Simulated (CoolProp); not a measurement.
A single-stage vapour-compression cycle with the fluid: evaporating at 239.15 K (dew point), condensing at 285.15 K (bubble point), superheat 0 K, subcooling 5 K, compressor efficiency 0.65, no pressure losses. The same conditions are run with several fluids, on thermodynamics alone (safety and materials aside).

Computed with CoolProp (reference Helmholtz-energy equation of state of each fluid (propane: Lemmon 2009; R404A: Lemmon 2003; isobutene: Lemmon 2005; R410A: Lemmon 2003; isobutane: Bücker 2006; R124: de Vries 1995)). Blends and air are pseudo-pure fits.

Question: Rank propane, R404A, isobutene, R410A, isobutane, R124 by cooling COP, highest first.

Answer: isobutene (2.96), isobutane (2.93), R124 (2.90), propane (2.88), R410A (2.81), R404A (2.72)

```
fluid      pressure ratio  discharge temperature (K)  refrigerating effect (kJ/kg)  volumetric capacity (kJ/m³)
---------  --------------  -------------------------  ----------------------------  ---------------------------
propane              4.71                      316.3                           318                         1060
R404A                5.13                      310.2                           137                         1230
isobutene            6.58                      315.5                           326                          287
R410A                5.07                      335.4                           197                         1770
isobutane            6.10                      307.5                           293                          338
R124                 6.90                      309.0                           132                          337
```
